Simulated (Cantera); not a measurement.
A perfectly stirred reactor is fed with NO : N2 = 1 : 0.65 (molar parts), at 1100 Pa; it is held at 2075 K, and followed from long to short residence time.

Cantera simulation using GRI-Mech 3.0 (53 species, 325 reactions); the numbers are that mechanism's predictions, not measurements. Radical loss at walls, strong at low pressure, is not modelled.

**Question.** What does this change do: pressure from 1100 Pa to 100000 Pa?

**Answer.** 
```
quantity                 before     after
---------------------  --------  --------
x(NO) at τ = 28.0 s      0.0963    0.0244
x(N2O) at τ = 28.0 s    1.73e-6   7.45e-7
x(O) at τ = 28.0 s      0.00559  0.000632
x(O2) at τ = 28.0 s       0.251     0.290
x(N2) at τ = 28.0 s       0.647     0.685
x(NO) at τ = 0.160 s      0.599     0.404
x(N2O) at τ = 0.160 s  0.000119   7.46e-5
x(O) at τ = 0.160 s     0.00111  0.000389
x(O2) at τ = 0.160 s    0.00299     0.100
x(N2) at τ = 0.160 s      0.397     0.494
```

**Question.** What does this change do: NO 1 to 6.3 parts?

**Answer.** 
```csv
quantity,before,after
x(NO) at τ = 28.0 s,0.0963,0.125
x(N2O) at τ = 28.0 s,1.73e-6,2.51e-6
x(O) at τ = 28.0 s,0.00559,0.00694
x(O2) at τ = 28.0 s,0.251,0.386
x(N2) at τ = 28.0 s,0.647,0.482
x(NO) at τ = 0.160 s,0.599,0.890
x(N2O) at τ = 0.160 s,0.000119,0.000235
x(O) at τ = 0.160 s,0.00111,0.00170
x(O2) at τ = 0.160 s,0.00299,0.00702
x(N2) at τ = 0.160 s,0.397,0.101
```
